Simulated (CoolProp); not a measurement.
Saturation properties of carbon dioxide (Tc = 31.0 °C, pc = 73.77 bar, ω = 0.224).

The numbers come from the reference Helmholtz-energy equation of state, Span 1996 in CoolProp.

| T (°C) | p (bar) | liquid density (kg/m³) | enthalpy of vaporisation (kJ/kg) | liquid cp (kJ/(kg K)) | vapour viscosity (µPa s) |
|---|---|---|---|---|---|
| -35.15 | 11.96 | 1097 | 313.5 | 2.038 | 12.0 |
| -32.45 | 13.14 | 1086 | 308.3 | 2.056 | 12.2 |
| -29.65 | 14.45 | 1074 | 302.8 | 2.076 | 12.3 |
| -26.85 | 15.85 | 1062 | 297.1 | 2.098 | 12.5 |
| -24.15 | 17.29 | 1050 | 291.5 | 2.122 | 12.7 |
| -21.35 | 18.89 | 1038 | 285.4 | 2.151 | 12.8 |
| -18.55 | 20.59 | 1025 | 279.2 | 2.182 | 13.0 |
| -15.85 | 22.34 | 1012 | 272.9 | 2.217 | 13.2 |
| -13.05 | 24.26 | 998.4 | 266.2 | 2.257 | 13.4 |
| -10.25 | 26.30 | 984.2 | 259.3 | 2.303 | 13.6 |
| -7.55 | 28.38 | 970.1 | 252.2 | 2.354 | 13.9 |
| -4.75 | 30.67 | 954.8 | 244.6 | 2.414 | 14.1 |
| -2.05 | 33.00 | 939.5 | 237.0 | 2.483 | 14.4 |

Viscosity comes from a separate model (Laesecke 2017).
